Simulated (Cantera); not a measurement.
Charge: 1 mol MgO, 2.6 mol SO3, 0.83 mol H2O, at 1 atm.

These are equilibrium values from Cantera (NASA tables, ideal gas, pure condensed phases), not measurements of a reactor. Candidate condensed phases: H2O, H2SO4, Mg, MgO, Mg(OH)2, MgS, MgSO4, S; 26 gas species. The numbers say what is thermodynamically allowed, not how fast it happens.

Problem. Which condensed phases are stable at each of these points (T (K)): 1173, 1223, 1273, 1323, 1373, 1423, 1473, 1523, 1573, 1623?

Solution. 
```
T (K)  condensed phases  Mg condensed (%)
-----  ----------------  ----------------
1173           MgSO4(s)             100.0
1223           MgSO4(s)             100.0
1273           MgSO4(s)             100.0
1323           MgSO4(s)             100.0
1373             MgO(s)             100.0
1423             MgO(s)             100.0
1473             MgO(s)             100.0
1523             MgO(s)             100.0
1573             MgO(s)             100.0
1623             MgO(s)             100.0
```

From 1173 K to 1323 K the condensed part is MgSO4(s). From 1373 K to 1623 K the condensed part is MgO(s).
